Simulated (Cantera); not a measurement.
Equilibrium for carbothermic reduction: MgO + C + H2 + CO

Feed: 1 mol MgO, 1.7 mol C, 0.13 mol H2, 2 mol CO, at 100 Torr.

Equilibrium computed with Cantera from the NASA thermochemical tables; the gas is ideal and each condensed phase is pure. Candidate condensed phases: C, C6H6, C7H8, C8H18, H2O, Mg, MgCO3, MgO, Mg(OH)2; 116 gas species. The tables' values for MgH are old estimates; treat these amounts as uncertain. Kinetics and transport are ignored.

From 1023 K to 1773 K the condensed part is C(graphite) + MgO(s). From 1923 K to 2523 K the condensed part is C(graphite).

```csv
T (K),log p CO,log p Mg,log p H2,log p CO2,log p H,log p H2O,n C(graphite),n MgO(s)
1023,-0.92,<-12,-2.09,-2.29,-9.43,-3.57,1.78,1.00
1173,-0.90,-11.38,-2.09,-3.36,-7.97,-4.44,1.71,1.00
1323,-0.90,-8.22,-2.09,-4.21,-6.84,-5.13,1.70,1.00
1473,-0.90,-5.73,-2.09,-4.88,-5.94,-5.67,1.70,1.000
1623,-0.90,-3.70,-2.09,-5.42,-5.21,-6.11,1.70,0.997
1773,-0.93,-1.99,-2.16,-5.92,-4.63,-6.58,1.51,0.809
1923,-1.01,-1.49,-2.38,-6.45,-4.22,-7.19,0.700,0
2073,-1.01,-1.49,-2.39,-6.77,-3.77,-7.46,0.700,0
2223,-1.01,-1.49,-2.40,-7.03,-3.39,-7.69,0.699,0
2373,-1.02,-1.49,-2.43,-7.27,-3.07,-7.91,0.699,0
2523,-1.02,-1.49,-2.48,-7.47,-2.80,-8.14,0.697,0
```
log p: log10 of the partial pressure in bar; n: condensed amount in mol.
